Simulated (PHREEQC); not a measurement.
**Metal-bearing waste water: an equilibrium model**

Consider water at 75 °C with 0.03 mol/kgw FeSO4, 0.00019 mol/kgw CuCl2, 0.00019 mol/kgw NaF and 0.001 mol/kgw Na2SO4. Closed to the air; pH follows from the charge balance.

The numbers come from PHREEQC with the ion-association model, wateq4f.dat.

This is a speciation only: nothing precipitates in the calculation.

**Question.** Predict the pH, ionic strength.

**Answer.** pH 5.41; ionic strength 0.0629 mol/kgw.

**Question.** In which forms is S present?

**Answer.** SO4-2 51 %, FeSO4 49 % of the S.

Examples of supersaturated solids here: Tenorite (slow to form). Others may be too. Constants without temperature data keep their 25 °C values here. Fluoro complexes past AlF4- and FeF3 are missing from the database.
